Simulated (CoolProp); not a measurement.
A single-stage vapour-compression cycle with R245fa: evaporating at 256.15 K (dew point), condensing at 284.15 K (bubble point), superheat 0 K, subcooling 0 K, compressor efficiency 0.6, no pressure losses. Each further row changes one setting.

The numbers come from the reference Helmholtz-energy equation of state, Akasaka 2015 in CoolProp.

```
case                              cooling COP  pressure ratio  discharge temperature (K)  refrigerating effect (kJ/kg)  volumetric capacity (kJ/m³)
--------------------------------  -----------  --------------  -------------------------  ----------------------------  ---------------------------
as stated                                4.97            3.73                      301.2                           178                          262
evaporating temperature 261.15 K         6.28            2.87                      297.6                           182                          342
condensing temperature 279.15 K          6.17            3.02                      293.9                           184                          272
subcooling 5 K                           5.14            3.73                      301.2                           184                          272
superheat 10 K                           4.98            3.73                      311.8                           186                          263
compressor efficiency 0.5                4.14            3.73                      309.2                           178                          262
```
